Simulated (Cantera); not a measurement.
Cantera run:

```python
import numpy as np
import cantera as ct

gas_names = """
    H HI HO2 H2 H2O H2O2 I I2 O OH O2 O3
""".split()
cond_names = """
    H2O(s) H2O(L) I2(cr) I2(L)
""".split()


# ... load() reads the species with a 1 bar reference pressure and builds the phases ...
atoms = {
    'HI': {'H': 1, 'I': 1},
    'H2': {'H': 2},
    'O2': {'O': 2},
}
top_T = {}  # K; cautious upper limits of use, not melting points


# ... equilibrate(T, P, feed) seeds the gas with the atoms and calls Mixture.equilibrate('TP', solver="vcs", rtol=1e-11, max_steps=5000) ...
results = []
feed = {'HI': 1, 'H2': 0.048, 'O2': 0.1}  # mol
T = 3348.15  # K
P = 100000  # Pa
mix = equilibrate(T, P, feed)
results.append((T, P, feed, dict(zip(mix.species_names, mix.species_moles))))
print(gas.report(threshold=0.0001))
for i in range(1, mix.n_phases):
    print(f"{mix.phase(i).name:16s} {mix.phase_moles(i):12.5e} mol")
```

It prints:

```
       temperature   3348.2 K
          pressure   1e+05 Pa
           density   0.27199 kg/m^3
  mean mol. weight   75.716 kg/kmol
   phase of matter   gas

                          1 kg             1 kmol
                     ---------------   ---------------
          enthalpy        2.1506e+06        1.6283e+08  J
   internal energy        1.7829e+06          1.35e+08  J
           entropy              3089        2.3389e+05  J/K
    Gibbs function       -8.1918e+06       -6.2025e+08  J
 heat capacity c_p            362.42             27441  J/K
 heat capacity c_v            252.61             19127  J/K

                      mass frac. Y      mole frac. X     chem. pot. / RT
                     ---------------   ---------------   ---------------
                 H         0.0021299           0.15999           -11.568
                HI          0.027023          0.015996           -33.844
                H2         0.0040111           0.15065           -23.136
               H2O          0.015083          0.063395           -41.417
                 I           0.93972           0.56067           -22.276
                I2        0.00066741         0.0001991           -44.551
                 O          0.003763          0.017808           -18.281
                OH          0.006377           0.02839           -29.849
                O2         0.0012285         0.0029069           -36.562
     [   +3 minor]        1.0937e-06        2.5058e-06

I2(L)             0.00000e+00 mol
```

These are equilibrium values from Cantera (NASA tables, ideal gas, pure condensed phases), not measurements of a reactor.
